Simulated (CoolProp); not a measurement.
Computed with CoolProp (reference Helmholtz-energy equation of state, de Reuck 1993).

For methanol, give the phase and the speed of sound (m/s) at 620 K and 0.885 MPa; 620 K and 1.3 MPa; 620 K and 4.11 MPa.


- 620 K and 0.885 MPa: gas; speed of sound 421
- 620 K and 1.3 MPa: gas; speed of sound 417
- 620 K and 4.11 MPa: gas; speed of sound 394
